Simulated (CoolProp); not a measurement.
Vapour pressure (kPa) of nitrous oxide: the reference equation beside estimates from Tc = 309.5 K, pc = 7245 kPa, ω = 0.161. Clausius-Clapeyron is anchored at 258.3 K with a constant enthalpy of vaporisation of 11.72 kJ/mol.

Values from CoolProp's reference Helmholtz-energy equation of state, Lemmon 2006. It is a short technical equation, of lower accuracy than the large ones.

| T (K) | reference | Lee-Kesler | Clausius-Clapeyron | van der Waals | Redlich-Kwong | Soave-Redlich-Kwong | Peng-Robinson |
|---|---|---|---|---|---|---|---|
| 231.8 | 894.7 | 897.1 | 1119 | 2032 | 1093 | 898.5 | 891.4 |
| 237.1 | 1077 | 1080 | 1282 | 2265 | 1298 | 1083 | 1073 |
| 242.4 | 1286 | 1288 | 1460 | 2515 | 1528 | 1294 | 1281 |
| 247.7 | 1522 | 1525 | 1654 | 2782 | 1786 | 1534 | 1517 |
| 253 | 1789 | 1791 | 1863 | 3066 | 2072 | 1805 | 1784 |
| 258.3 | 2089 | 2090 | 2089 | 3367 | 2388 | 2109 | 2085 |
| 263.6 | 2423 | 2423 | 2331 | 3686 | 2736 | 2449 | 2421 |
| 268.9 | 2795 | 2794 | 2590 | 4024 | 3115 | 2827 | 2796 |
| 274.2 | 3207 | 3205 | 2866 | 4380 | 3529 | 3246 | 3212 |
| 279.5 | 3662 | 3659 | 3160 | 4755 | 3978 | 3707 | 3671 |
| 284.8 | 4162 | 4160 | 3471 | 5148 | 4464 | 4213 | 4178 |
| 290.1 | 4712 | 4711 | 3799 | 5562 | 4987 | 4767 | 4734 |

Absolute difference from the reference over all 12 rows, mean and median: Lee-Kesler 0.1 and 0.1 %, Clausius-Clapeyron 11.8 and 12.1 %, van der Waals 62.7 and 56.7 %, Redlich-Kwong 13.8 and 13.6 %, Soave-Redlich-Kwong 0.9 and 1.0 %, Peng-Robinson 0.3 and 0.3 %.
